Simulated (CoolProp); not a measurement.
Vapour-liquid equilibrium of acetone (1) + methanol (2) at 0.375 MPa; x and y are mole fractions of (1).

The numbers come from the multi-fluid Helmholtz-energy mixture model, Lemmon 2006 and de Reuck 1993; pair parameters Bell 2016 in CoolProp.

**Question.** Give the bubble temperature and the first vapour's composition at x = 0.05, 0.275, 0.575. Is there an azeotrope?

**Answer.** x = 0.05: 100.8 °C, y = 0.076; x = 0.275: 98.0 °C, y = 0.324; x = 0.575: 97.0 °C, y = 0.570. y crosses x between x = 0.5 and 0.575: the model has an azeotrope there.

The pair parameters rest on a limited set of measurements; away from them the model extrapolates.
